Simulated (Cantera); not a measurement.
## Calcination and drying: K₂SO₄ + O₂

Input: 1 mol K₂SO₄, 0.011 mol O₂, held at 0.133 bar.

Equilibrium computed with Cantera from the NASA thermochemical tables; the gas is ideal and each condensed phase is pure. Candidate condensed phases: K, KO₂, K₂O, K₂O₂, K₂S, K₂SO₄, S; 14 gas species. Rates play no part.

```tsv
T (K)	x O₂	x K	x SO₂	x K₂SO₄	x KO	x O	x SO	n K₂SO₄(s)	n K₂SO₄(l)
1175	1.000	4.37e-9	2.19e-9	2.41e-6	5.24e-10	4.00e-8	<1e-12	1.00	0
1325	1.000	5.50e-7	2.91e-7	7.36e-5	5.38e-8	7.54e-7	<1e-12	1.000	0
1475	0.999	2.30e-5	1.23e-5	0.000784	1.91e-6	7.86e-6	7.84e-12	0	1.000
1625	0.994	0.000468	0.000249	0.00495	3.40e-5	5.32e-5	1.55e-9	0	1.000
1775	0.969	0.00565	0.00300	0.0219	0.000363	0.000258	1.24e-7	0	1.000
1925	0.850	0.0473	0.0249	0.0740	0.00259	0.000929	5.41e-6	0	0.999
2075	0.208	0.410	0.210	0.160	0.0103	0.00146	0.000360	0	0
```
x: gas mole fraction; n: condensed amount in mol.

From 1175 K to 1325 K the condensed part is K₂SO₄(s). From 1475 K to 1925 K the condensed part is K₂SO₄(l). At 2075 K nothing is condensed. The main K-bearing gas is K₂SO₄ at 1175 K and K at 2075 K.
